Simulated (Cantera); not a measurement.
## Thermodynamics of sublimation and decomposition of ceramics, feed MgO + H2

A closed system holds: 1 mol MgO, 2.6 mol H2, held at 2850 K and 260000 Pa.

Method: chemical equilibrium by Gibbs-energy minimisation in Cantera with the NASA 1993 tables (ideal gas, pure condensed phases). Candidate condensed phases: H2O, Mg, MgO, Mg(OH)2; 15 gas species. The tables' values for MgH are old estimates; treat these amounts as uncertain. The numbers say what is thermodynamically allowed, not how fast it happens.

```json
{
  "x(H2)": "0.670",
  "x(H2O)": "0.133",
  "x(Mg)": "0.132",
  "x(H)": "0.0494",
  "x(MgOH)": "0.00769",
  "x(MgH)": "0.00392",
  "x(OH)": "0.00287",
  "x(MgO)": "0.000907",
  "x(Mg(OH)2)": "0.000586",
  "n(MgO(s))": "0.547 mol",
  "gas_amount": "3.115 mol",
  "log10 activity of Mg(l) (absent)": "-2.87"
}
```
